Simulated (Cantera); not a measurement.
A closed system holds: 1 mol Pb, 1.3 mol CO, 2.9 mol N2, 0.036 mol O2, held at 0.398 Torr.

Equilibrium computed with Cantera from the NASA thermochemical tables; the gas is ideal and each condensed phase is pure. Candidate condensed phases: C, Pb, PbO, PbO2, Pb3O4; 27 gas species. Equilibrium is a limit: real reactors are often held back by kinetics, nucleation or transport. All values below are at 1323 K.

Base state: N2 0.558, CO 0.236, Pb 0.192, CO2 0.0138 (mole fractions); condensed: gas only.

Question: What changes in the equilibrium state with this change: Pb replaced by PbO?

Answer: 
```tsv
species	before	after
N2	0.558	0.558
CO2	0.0138	0.206
Pb	0.192	0.192
CO	0.236	0.0440
PbO	2.13e-6	0.000170
```
